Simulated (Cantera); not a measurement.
Charge: 1 mol CsCl, 0.5 mol O2, 2.1 mol H2, held at 1.00 bar.

Equilibrium computed with Cantera from the NASA thermochemical tables; the gas is ideal and each condensed phase is pure. Candidate condensed phases: Cs, CsCl, CsOH, H2O; 22 gas species. Rates play no part.

**Question.** At 1698 K, list the 7 most abundant gas species with their mole fractions, and the condensed phases.

**Answer.** H2 0.359, H2O 0.323, CsCl 0.297, Cs2Cl2 0.0124, HCl 0.00430, CsOH 0.00369, Cs 0.000607. Condensed: gas only.
